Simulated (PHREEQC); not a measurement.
1 kg of water holding 0.00014 mol CaSO4, 0.53 mol KCl, 0.067 mol MgBr2 and 0.027 mol NaBr is evaporated at 30 °C; the solids stay in contact with the brine. The system is closed to CO2. Only these solids could form: Arcanite, Bischofite, Bloedite, Brucite, Carnallite, Epsomite, Glaserite, Glauberite, Gypsum, Anhydrite, Halite, Hexahydrite, Kainite, Kieserite, Leonite, Mirabilite, Misenite, Polyhalite, Portlandite, Schoenite, Sylvite, Syngenite, Thenardite, MgCl2_4H2O.

The series has 17 steps of water left (kg), from 1 to 0.04335.

Computed with PHREEQC (Pitzer model, pitzer.dat).

**Question.** Which solids form, in which order, and at which step of the series does each first stand?

**Answer.** Sylvite from water left = 0.1156 kg.
